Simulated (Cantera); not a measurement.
## Ammonia decomposition in nitride growth gas

An isothermal, constant-pressure homogeneous reactor starts with 87.0 % NH3, 13.0 % H2, at 2350 K and 1.01 bar.

Cantera simulation using the gas-phase N/H chemistry of the illustrative SiF4/NH3 mechanism in the Surface Chemkin manual (1991); the numbers are that mechanism's predictions, not measurements. Walls and surfaces, which speed up NH3 decomposition in real reactors, are not modelled.

```
t (s)        x NH3   x H2     x NH2    x N2H2    x N2    x N2H4      x N
--------  --------  -----  --------  --------  ------  --------  -------
0.000200     0.719  0.237   0.00441   2.37e-5  0.0383   8.27e-7  5.87e-6
0.000659     0.486  0.409   0.00323   1.32e-5   0.101   4.43e-7  7.65e-6
0.00217      0.171  0.640   0.00155   3.58e-6   0.186   1.02e-7  9.07e-6
0.00714    0.00895  0.756  0.000213   1.45e-7   0.229   1.92e-9  9.79e-6
0.0235    0.000118  0.758   5.40e-6  1.62e-10   0.231  1.24e-12  9.40e-7
0.0775     2.37e-5  0.758   1.09e-6  9.78e-12   0.231    <1e-12  1.90e-7
0.255      7.25e-6  0.758   3.33e-7  3.91e-12   0.231    <1e-12  5.81e-8
0.840      4.09e-6  0.758   1.88e-7  3.50e-12   0.231    <1e-12  3.27e-8
2.77       3.96e-6  0.758   1.82e-7  3.48e-12   0.231    <1e-12  3.17e-8
9.11       3.96e-6  0.758   1.82e-7  3.48e-12   0.231    <1e-12  3.17e-8
30.0       3.96e-6  0.758   1.82e-7  3.48e-12   0.231    <1e-12  3.17e-8
```
x: mole fraction; the columns are a selection and need not sum to one.

Equilibrium at this temperature and pressure: NH3 3.96e-6, H2 0.758, NH2 1.82e-7, N2H2 3.48e-12, N2 0.231, N2H4 <1e-12, N 3.17e-8 (gas phase only).
